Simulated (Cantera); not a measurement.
An adiabatic, constant-pressure homogeneous reactor starts with 8.79 % CH4, 2.28 % C2H6, 2.64 % C3H8, 17.6 % O2, 66.3 % N2, 2.46 % H2O, equivalence ratio 2.2, at 1500 K and 10.0 bar.

Model: GRI-Mech 3.0 (53 species, 325 reactions), integrated in Cantera. GRI-Mech 3.0 was tuned for natural gas; its chemistry of propane as a main component is partial and can be far from experiment.

One state of this run: T (K) = 2455; x CH4 = 3.19e-9; x C2H6 = <1e-12; x C3H8 = <1e-12; x C2H = <1e-12; x C2H4 = <1e-12; x H = 0.00280. x: mole fraction; the columns are a selection and need not sum to one.

Question: Which value of t (s) does it belong to?
(A) 1.00e-6
(B) 0.300
(C) 3.53e-6
(D) 1.25e-5

Answer: B, 0.300
